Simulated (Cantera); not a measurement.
Low-pressure radical oxidation in H2/O2

An isothermal, constant-pressure homogeneous reactor starts with 30.5 % H₂, 61.0 % O₂, 8.54 % N₂, equivalence ratio 0.25, at 1400 K and 0.00600 bar.

Computed with Cantera and GRI-Mech 3.0 (53 species, 325 reactions). Radical loss at walls, strong at low pressure, is not modelled. The temperature is held fixed by assumption; the heat of reaction is taken as removed at once.

```json
[
 {"t (s)": "0.000300", "x H₂": "0.305", "x O₂": "0.610", "x NO₂": "<1e-12", "x HO₂": "5.83e-7", "x H": "4.13e-6", "x OH": "1.36e-6", "x NO": "<1e-12"},
 {"t (s)": "0.000744", "x H₂": "0.302", "x O₂": "0.608", "x NO₂": "<1e-12", "x HO₂": "1.27e-6", "x H": "0.00127", "x OH": "0.000422", "x NO": "<1e-12"},
 {"t (s)": "0.00184", "x H₂": "0.0233", "x O₂": "0.444", "x NO₂": "<1e-12", "x HO₂": "2.38e-6", "x H": "0.114", "x OH": "0.0217", "x NO": "3.28e-8"},
 {"t (s)": "0.00457", "x H₂": "0.0225", "x O₂": "0.446", "x NO₂": "<1e-12", "x HO₂": "2.41e-6", "x H": "0.110", "x OH": "0.0214", "x NO": "1.80e-7"},
 {"t (s)": "0.0113", "x H₂": "0.0217", "x O₂": "0.452", "x NO₂": "1.95e-12", "x HO₂": "2.50e-6", "x H": "0.100", "x OH": "0.0212", "x NO": "5.13e-7"},
 {"t (s)": "0.0281", "x H₂": "0.0194", "x O₂": "0.466", "x NO₂": "5.15e-12", "x HO₂": "2.69e-6", "x H": "0.0791", "x OH": "0.0204", "x NO": "1.17e-6"},
 {"t (s)": "0.0696", "x H₂": "0.0137", "x O₂": "0.493", "x NO₂": "1.32e-11", "x HO₂": "2.97e-6", "x H": "0.0413", "x OH": "0.0176", "x NO": "2.06e-6"},
 {"t (s)": "0.172", "x H₂": "0.00502", "x O₂": "0.523", "x NO₂": "4.01e-11", "x HO₂": "2.70e-6", "x H": "0.00813", "x OH": "0.0109", "x NO": "2.56e-6"},
 {"t (s)": "0.427", "x H₂": "0.000847", "x O₂": "0.536", "x NO₂": "1.61e-10", "x HO₂": "1.23e-6", "x H": "0.000542", "x OH": "0.00454", "x NO": "2.64e-6"},
 {"t (s)": "1.06", "x H₂": "0.000132", "x O₂": "0.539", "x NO₂": "4.08e-10", "x HO₂": "3.19e-7", "x H": "3.33e-5", "x OH": "0.00180", "x NO": "2.65e-6"},
 {"t (s)": "2.63", "x H₂": "2.80e-5", "x O₂": "0.539", "x NO₂": "6.54e-10", "x HO₂": "1.07e-7", "x H": "3.24e-6", "x OH": "0.000830", "x NO": "2.65e-6"},
 {"t (s)": "6.51", "x H₂": "7.94e-6", "x O₂": "0.539", "x NO₂": "1.16e-9", "x HO₂": "7.89e-8", "x H": "4.91e-7", "x OH": "0.000442", "x NO": "2.65e-6"},
 {"t (s)": "16.1", "x H₂": "3.48e-6", "x O₂": "0.539", "x NO₂": "2.09e-9", "x HO₂": "9.13e-8", "x H": "1.43e-7", "x OH": "0.000293", "x NO": "2.65e-6"},
 {"t (s)": "40.0", "x H₂": "2.88e-6", "x O₂": "0.539", "x NO₂": "2.43e-9", "x HO₂": "9.67e-8", "x H": "1.08e-7", "x OH": "0.000267", "x NO": "2.65e-6"}
]
```
x: mole fraction; the columns are a selection and need not sum to one.

Equilibrium at this temperature and pressure: H₂ 2.87e-6, O₂ 0.539, NO₂ 3.83e-7, HO₂ 9.67e-8, H 1.07e-7, OH 0.000266, NO 0.000417 (gas phase only).
